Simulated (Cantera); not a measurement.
SiH4 + Cl2 + H2 (silicon epitaxy and polysilicon growth)

Feed: 1 mol SiH4, 0.15 mol Cl2, a varied amount of H2, held at 1100 K and 13.3 mbar.

Equilibrium computed with Cantera from the NASA thermochemical tables; the gas is ideal and each condensed phase is pure. Candidate condensed phases: Si; 19 gas species. The tables' values for SiCl3 are old estimates; treat these amounts as uncertain. Rates play no part.

From 3.5 mol H2 to 350 mol H2 the condensed part is Si(s). The main Si-bearing gas is SiCl4 at 3.5 mol H2 and SiCl2 at 350 mol H2.

```tsv
n(H2) (mol)	log p H2	log p HCl	log p SiCl4	log p SiCl2	log p SiHCl3	log p SiCl3	log p SiH2Cl2	n Si(s)
3.5	-1.89	-3.38	-4.40	-4.56	-4.75	-5.05	-6.01	0.960
5.3	-1.89	-3.44	-4.67	-4.69	-4.94	-5.25	-6.14	0.967
8	-1.89	-3.53	-5.00	-4.86	-5.19	-5.50	-6.30	0.974
12	-1.88	-3.63	-5.41	-5.06	-5.50	-5.81	-6.51	0.981
19	-1.88	-3.77	-5.98	-5.35	-5.92	-6.24	-6.79	0.988
28	-1.88	-3.90	-6.53	-5.62	-6.33	-6.65	-7.06	0.992
43	-1.88	-4.07	-7.19	-5.95	-6.83	-7.14	-7.39	0.995
65	-1.88	-4.23	-7.85	-6.28	-7.33	-7.64	-7.72	0.997
99	-1.88	-4.41	-8.55	-6.63	-7.85	-8.16	-8.07	0.998
150	-1.88	-4.58	-9.25	-6.98	-8.37	-8.69	-8.42	0.999
230	-1.88	-4.77	-9.98	-7.35	-8.92	-9.24	-8.78	0.999
350	-1.88	-4.95	-10.70	-7.71	-9.46	-9.78	-9.14	0.999
```
log p: log10 of the partial pressure in bar; n: condensed amount in mol.
